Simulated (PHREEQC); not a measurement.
A solution holds 0.07 mol/kgw CuSO4, 6.9e-05 mol/kgw ZnCl2, 0.00063 mol/kgw HCl and 0.00016 mol/kgw NaCl, at 35 °C. Closed to the air; pH follows from the charge balance.

Computed with PHREEQC (ion-association model, wateq4f.dat).

```json
[
 {"quantity": "pH", "before": "3.70", "after": "3.22"},
 {"quantity": "ionic strength (mol/kgw)", "before": "0.150", "after": "0.000996"},
 {"quantity": "Cl- (mol/kgw)", "before": "0.000879", "after": "0.000928"},
 {"quantity": "Zn+2 (mol/kgw)", "before": "3.01e-5", "after": "6.88e-5"},
 {"quantity": "ZnCl+ (mol/kgw)", "before": "3.79e-8", "after": "2.28e-7"},
 {"quantity": "ZnOH+ (mol/kgw)", "before": "1.59e-10", "after": "2.32e-10"},
 {"quantity": "SI of Zincite(c) (ZnO)", "before": "-8.20", "after": "-8.41"}
]
```

Problem. Which change was made?
A) NaCl from 0.00016 to 8e-05 mol/kgw
B) HCl replaced by MgCl2 at the same molality
C) NaCl left out
D) CuSO4 left out

Solution. D, CuSO4 left out

No solid was allowed to form.
